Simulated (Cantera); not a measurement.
An isothermal, constant-pressure homogeneous reactor starts with H₂ : O₂ : N₂ = 0.4 : 1 : 0.67 (molar parts), equivalence ratio 0.20, at 1275 K and 0.00500 bar.

Computed with Cantera and the H2/O2 subset of GRI-Mech 3.0, which has no nitrogen chemistry. Radical loss at walls, strong at low pressure, is not modelled. The temperature is held fixed by assumption; the heat of reaction is taken as removed at once.

x: mole fraction; the columns are a selection and need not sum to one.

| t (s) | x H₂ | x O₂ | x OH | x H₂O₂ | x H |
|---|---|---|---|---|---|
| 9.00e-6 | 0.193 | 0.483 | 2.78e-11 | <1e-12 | 1.07e-9 |
| 3.41e-5 | 0.193 | 0.483 | 3.36e-10 | <1e-12 | 3.89e-9 |
| 0.000129 | 0.193 | 0.483 | 3.26e-9 | 1.11e-11 | 1.54e-8 |
| 0.000490 | 0.193 | 0.483 | 4.97e-8 | 1.57e-10 | 1.64e-7 |
| 0.00186 | 0.193 | 0.483 | 7.33e-5 | 2.38e-9 | 0.000234 |
| 0.00704 | 0.0117 | 0.378 | 0.0103 | 7.06e-8 | 0.0726 |
| 0.0267 | 0.0109 | 0.383 | 0.0100 | 7.64e-8 | 0.0622 |
| 0.101 | 0.00788 | 0.399 | 0.00870 | 9.39e-8 | 0.0334 |
| 0.383 | 0.00193 | 0.421 | 0.00441 | 9.31e-8 | 0.00352 |
| 1.45 | 0.000127 | 0.427 | 0.00114 | 3.09e-8 | 5.76e-5 |
| 5.51 | 1.12e-5 | 0.428 | 0.000339 | 7.28e-9 | 1.52e-6 |
| 20.9 | … | 0.428 | … | … | … |
| 79.1 | 4.09e-7 | 0.428 | 6.50e-5 | 6.11e-10 | 1.07e-8 |
| 300 | … | 0.428 | … | 4.47e-10 | … |

### Question
Fill in the missing entries.

### Answer

- 20.9, x H₂: 1.71e-6
- 20.9, x OH: 0.000133
- 20.9, x H₂O₂: 1.85e-9
- 20.9, x H: 9.13e-8
- 300, x H₂: 2.58e-7
- 300, x OH: 5.16e-5
- 300, x H: 5.35e-9
